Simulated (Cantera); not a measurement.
Feed: 1 mol Al, 0.047 mol CO2, 4.4 mol N2, 0.0036 mol O2, held at 0.100 bar.

Cantera equilibrium calculation (NASA polynomials, part measured and part estimated; ideal gas, pure solids and liquids). Candidate condensed phases: Al, AlN, Al2O3, C; 32 gas species. Mutual solubility and eutectic melting of coexisting phases are not modelled. Rates play no part.

x: gas mole fraction; n: condensed amount in mol.

```
T (K)   x N2      x CO      x Al    x Al2O  n AlN(s)  n Al2O3(s)  n C(graphite)
-----  -----  --------  --------  --------  --------  ----------  -------------
723     1.00  1.31e-10    <1e-12    <1e-12     0.933      0.0337         0.0470
823     1.00   1.50e-8    <1e-12    <1e-12     0.933      0.0337         0.0470
923    1.000   6.11e-7    <1e-12    <1e-12     0.933      0.0337         0.0470
1023   1.000       [?]    <1e-12    <1e-12     0.933      0.0337         0.0470
1123   1.000  0.000135    <1e-12    <1e-12     0.933      0.0336         0.0465
1223   0.999   0.00103    <1e-12    <1e-12     0.935      0.0324         0.0430
1323   0.994   0.00569  2.09e-12    <1e-12     0.948      0.0262         0.0245
1423   0.988    0.0119  1.24e-10    <1e-12     0.964      0.0181              0
1523   0.988    0.0119   4.25e-9  9.15e-11     0.964      0.0181              0
1623   0.988    0.0119       [?]       [?]     0.964      0.0181              0
1723   0.988    0.0119   1.44e-6   1.54e-7     0.964      0.0181              0
1823   0.988    0.0119   1.63e-5   3.37e-6     0.964      0.0181              0
```

Problem. What belongs in the gaps?

Solution. 
- 1023, x CO: 1.19e-5
- 1623, x Al: 9.40e-8
- 1623, x Al2O: 4.74e-9
